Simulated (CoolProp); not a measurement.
A single-stage vapour-compression cycle with the fluid: evaporating at 194.15 K (dew point), condensing at 227.15 K (bubble point), superheat 0 K, subcooling 0 K, compressor efficiency 0.6, no pressure losses. The same conditions are run with several fluids, on thermodynamics alone (safety and materials aside).

Values from CoolProp's reference Helmholtz-energy equation of state of each fluid (propylene: Lemmon 2013; R22: Kamei 1995; nitrous oxide: Lemmon 2006; R115: Lemmon 2016; R125: Lemmon 2005; propane: Lemmon 2009).

| fluid | cooling COP | pressure ratio | discharge temperature (K) | refrigerating effect (kJ/kg) | volumetric capacity (kJ/m³) |
|---|---|---|---|---|---|
| propylene | 3.12 | 5.85 | 291.6 | (withheld) | 197 |
| R22 | 3.07 | 7.08 | 315.4 | 221 | 133 |
| nitrous oxide | 2.95 | 4.36 | 320.6 | 305 | 1490 |
| R115 | 3.08 | 6.68 | 253.8 | 110 | 117 |
| R125 | 3.08 | 6.76 | 265.3 | 144 | (withheld) |
| propane | 3.14 | 6.10 | 283.1 | 390 | (withheld) |

### Question
Fill in the missing entries.

### Answer

- propylene, refrigerating effect (kJ/kg): 401
- R125, volumetric capacity (kJ/m³): 180
- propane, volumetric capacity (kJ/m³): 150
